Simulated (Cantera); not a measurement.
Standard-state values (1 bar) from the NASA 1993 polynomials, evaluated with Cantera. Values are per mole of reaction as written; species without (g) are pure solids or liquids, kept so even where they would boil at 1 bar.

Problem. Between 300 and 2323 K, where is each reaction favourable under standard conditions?
- 2 H2O(g) + Nb = 4 H(g) + NbO2

Solution. 
- 2 H2O(g) + Nb = 4 H(g) + NbO2: ΔG° is 531 kJ at 300 K and 174 kJ at 2323 K; it stays positive (K < 1). ΔH° is 749 kJ and ΔS° 247 J/K at 2323 K.
